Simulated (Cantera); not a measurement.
Input: 1 mol Si, 3 mol SF₆, 1 mol N₂, equilibrated at 350 °C and 0.0150 Torr.

These are equilibrium values from Cantera (NASA tables, ideal gas, pure condensed phases), not measurements of a reactor. Candidate condensed phases: S, Si, Si₃N₄; 29 gas species. The tables' values for S₂F₂ (SSF₂), SF₃ are old estimates; treat these amounts as uncertain. Rates play no part.

Q: What is the equilibrium state?

A: 
```
Property                             Result
--------------------------------  ---------
x(SF₄)                                0.346
x(SF₆)                                0.238
x(N₂)                                 0.202
x(SiF₄)                               0.202
x(S₂F₂ (SSF₂))                       0.0117
x(SF₂)                             0.000159
x(SF₃)                             0.000106
gas amount                        4.942 mol
log10 activity of S(l) (absent)       -6.86
log10 activity of Si(s) (absent)     -78.47
```
